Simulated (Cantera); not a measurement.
An isothermal, constant-pressure homogeneous reactor starts with C2H6 : N2 = 1 : 15 (molar parts), at 1225 K and 24000 Pa. Integrator tolerance rtol = 1e-08.

Cantera simulation using GRI-Mech 3.0 (53 species, 325 reactions); the numbers are that mechanism's predictions, not measurements. GRI-Mech 3.0 stops at C3 and has no aromatics, soot or wall deposition, so with more carbon than oxygen in the feed, carbon stays in small species such as C2H2 where larger ones or solid carbon would form.

**Question.** What does this change do: C2H6 1 to 6.3 parts?

**Answer.** 
```
quantity                                             before                                      after
----------------  -----------------------------------------  -----------------------------------------
x(C2H6) at 200 s    1.42e-5 (gas-phase equilibrium 6.09e-6)  0.000222 (gas-phase equilibrium 0.000129)
x(H) at 200 s       3.72e-7 (gas-phase equilibrium 1.77e-7)    4.61e-7 (gas-phase equilibrium 2.68e-7)
x(CH2) at 200 s   2.98e-12 (gas-phase equilibrium 1.24e-12)  7.15e-12 (gas-phase equilibrium 3.77e-12)
x(C2H2) at 200 s      0.0423 (gas-phase equilibrium 0.0193)       0.110 (gas-phase equilibrium 0.0780)
x(CH3) at 200 s     1.27e-6 (gas-phase equilibrium 1.01e-6)    5.80e-6 (gas-phase equilibrium 4.66e-6)
x(HCN) at 200 s     3.70e-10 (gas-phase equilibrium 0.0466)    6.56e-11 (gas-phase equilibrium 0.0718)
```

**Question.** What does this change do: pressure from 24000 Pa to 32.0 Pa?

**Answer.** 
```csv
quantity,before,after
x(C2H6) at 200 s,1.42e-5 (gas-phase equilibrium 6.09e-6),3.77e-7 (gas-phase equilibrium 3.27e-11)
x(H) at 200 s,3.72e-7 (gas-phase equilibrium 1.77e-7),1.02e-6 (gas-phase equilibrium 5.84e-6)
x(CH2) at 200 s,2.98e-12 (gas-phase equilibrium 1.24e-12),5.38e-11 (gas-phase equilibrium 1.80e-12)
x(C2H2) at 200 s,0.0423 (gas-phase equilibrium 0.0193),0.0322 (gas-phase equilibrium 0.0279)
x(CH3) at 200 s,1.27e-6 (gas-phase equilibrium 1.01e-6),6.71e-6 (gas-phase equilibrium 6.44e-8)
x(HCN) at 200 s,3.70e-10 (gas-phase equilibrium 0.0466),2.26e-8 (gas-phase equilibrium 0.0552)
```
Radical loss at walls, strong at low pressure, is not modelled.
